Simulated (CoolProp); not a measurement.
Values from CoolProp's reference Helmholtz-energy equation of state, Lemmon 2000. It is a pseudo-pure fit of the blend.

Q: For dry air, give the phase and the Z, cp (kJ/(kg K)), cv (kJ/(kg K)), isothermal compressibility (1/MPa) at -153.95 °C and 10.3 MPa.

A: 
- -153.95 °C and 10.3 MPa: liquid; Z 0.422, cp 2.07, cv 0.921, isothermal compressibility 0.00870
